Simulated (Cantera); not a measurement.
Feed: 1 mol C2H6, 1.1 mol O2, 0.5 mol H2, held at 1023.15 K and 0.133 bar.

These are equilibrium values from Cantera (NASA tables, ideal gas, pure condensed phases), not measurements of a reactor. Candidate condensed phases: C, C6H6, C7H8, C8H18, H2O; 110 gas species. Rates play no part.

Base state: H2 0.614, CO 0.347, H2O 0.0217, CO2 0.0161, CH4 0.00134 (mole fractions); condensed: gas only.

Question: What changes in the equilibrium state with this change: C2H6 replaced by C2H2?

Answer: 
```tsv
species	before	after
CO	0.347	0.535
H2	0.614	0.407
CO2	0.0161	0.0366
H2O	0.0217	0.0213
CH4	0.00134	0.000615
```
